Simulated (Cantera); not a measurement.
A closed system holds: 1 mol SiHCl₃, 0.41 mol NH₃, 13 mol N₂, held at 0.105 Torr.

Method: chemical equilibrium by Gibbs-energy minimisation in Cantera with the NASA 1993 tables (ideal gas, pure condensed phases). Candidate condensed phases: NH₄Cl, Si, Si₃N₄; 28 gas species. The numbers say what is thermodynamically allowed, not how fast it happens.

### Question
Which condensed phases are stable at each of these points (T (K)): 1073, 1173, 1273, 1373, 1473, 1573, 1673, 1773, 1873, 1973, 2073?

### Answer
| T (K) | condensed phases | Si condensed (%) |
|---|---|---|
| 1073 | Si₃N₄(s) | 70.5 |
| 1173 | Si₃N₄(s) | 65.7 |
| 1273 | Si₃N₄(s) | 43.4 |
| 1373 | Si₃N₄(s) | 14.6 |
| 1473 | gas only | 0.0 |
| 1573 | gas only | 0.0 |
| 1673 | gas only | 0.0 |
| 1773 | gas only | 0.0 |
| 1873 | gas only | 0.0 |
| 1973 | gas only | 0.0 |
| 2073 | gas only | 0.0 |

From 1073 K to 1373 K the condensed part is Si₃N₄(s). From 1473 K to 2073 K nothing is condensed.
